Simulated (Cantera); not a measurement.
Feed: 1 mol V, 3.3 mol N₂, 62 mol H₂, 14 mol NH₃, equilibrated at 7.20 mbar.

Method: chemical equilibrium by Gibbs-energy minimisation in Cantera with the NASA 1993 tables (ideal gas, pure condensed phases). Candidate condensed phases: V, VN; 11 gas species. VN: taken at fixed stoichiometry. Condensed phases not in the tables: V₂N. The numbers say what is thermodynamically allowed, not how fast it happens. All values below are at 1477 °C.

Base state: H₂ 0.892, N₂ 0.105, H 0.00259 (mole fractions); condensed: VN(s).

Task: What changes in the equilibrium state with this change: pressure from 7.20 mbar to 1.33 mbar?

Result: 
```tsv
species	before	after
H₂	0.892	0.889
N₂	0.105	0.105
H	0.00259	0.00600
V	1.13e-6	1.42e-5
VN(s), mol	1.000	0.999
```
